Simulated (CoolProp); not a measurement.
Vapour pressure (MPa) of C3F8 (R218): the reference equation beside estimates from Tc = 71.9 °C, pc = 2.640 MPa, ω = 0.317. Clausius-Clapeyron is anchored at -38.05 °C with a constant enthalpy of vaporisation of 19.86 kJ/mol.

Values from CoolProp's reference Helmholtz-energy equation of state, Lemmon 2006. It is a short technical equation, of lower accuracy than the large ones.

```
T (°C)  reference  Clausius-Clapeyron  Redlich-Kwong  Peng-Robinson
------  ---------  ------------------  -------------  -------------
-43.25    0.07491             0.07603         0.1501        0.07495
-38.05    0.09567             0.09567         0.1832        0.09554
-32.85     0.1207              0.1192         0.2212         0.1203
-27.65     0.1505              0.1471         0.2647         0.1499
-22.35     0.1864              0.1807         0.3149         0.1856
-17.15     0.2277              0.2192         0.3705         0.2266
-11.95     0.2756              0.2640         0.4327         0.2744
-6.75      0.3308              0.3156         0.5018         0.3295
-1.55      0.3940              0.3747         0.5783         0.3927
3.75       0.4673              0.4433         0.6642         0.4662
8.95       0.5487              0.5197         0.7567         0.5480
```

Absolute difference from the reference over all 11 rows, mean and median: Clausius-Clapeyron 3.3 and 3.7 %, Redlich-Kwong 65.3 and 62.7 %, Peng-Robinson 0.3 and 0.3 %.
